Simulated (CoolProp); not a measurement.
Properties of R152A along the isotherm 160.25 °C (Tc = 113.3 °C, pc = 4517 kPa, ω = 0.275).

Model: reference Helmholtz-energy equation of state, Outcalt 1996, in CoolProp. It is a modified Benedict-Webb-Rubin equation, recast in Helmholtz form.

```csv
p (kPa),phase,density (kg/m³),isothermal compressibility (1/MPa),expansivity (1/kK),conductivity (mW/(m K)),fugacity coefficient
2050,gas,42.59,0.5563,3.550,28.9,0.8916
4110,gas,100.5,0.3347,5.920,32.5,0.7894
6160,supercritical,188.3,0.2911,11.29,40.6,0.6939
8210,supercritical,329.0,0.2290,17.94,53.1,0.6058
10300,supercritical,457.2,0.09937,12.64,60.4,0.5320
12300,supercritical,527.2,0.05134,8.568,64.7,0.4798
14400,supercritical,573.9,0.03213,6.447,68.2,0.4395
16400,supercritical,606.1,0.02329,5.305,71.0,0.4106
18500,supercritical,632.6,0.01795,4.534,73.5,0.3873
20500,supercritical,653.4,0.01469,4.020,75.7,0.3700
22600,supercritical,672.1,0.01232,3.618,77.7,0.3557
```

Thermal conductivity comes from a separate model (Krauss 1996).
